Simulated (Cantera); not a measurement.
Feed: 1 mol CuO, 600 mol H2, equilibrated at 398 Torr.

These are equilibrium values from Cantera (NASA tables, ideal gas, pure condensed phases), not measurements of a reactor. Candidate condensed phases: Cu, CuO, Cu(OH)2, Cu2O, H2O; 12 gas species. Equilibrium is a limit: real reactors are often held back by kinetics, nucleation or transport.

Task: Which condensed phases are stable at each of these points (T (°C)): 975, 1050, 1125, 1200, 1275, 1350, 1425, 1500, 1575, 1650?

Result: 
```csv
T (°C),condensed phases,Cu condensed (%)
975,Cu(s),100.0
1050,Cu(s),100.0
1125,Cu(l),99.9
1200,Cu(l),99.4
1275,Cu(l),98.0
1350,Cu(l),93.7
1425,Cu(l),82.4
1500,Cu(l),55.2
1575,gas only,0.0
1650,gas only,0.0
```

From 975 °C to 1050 °C the condensed part is Cu(s). From 1125 °C to 1500 °C the condensed part is Cu(l). From 1575 °C to 1650 °C nothing is condensed.
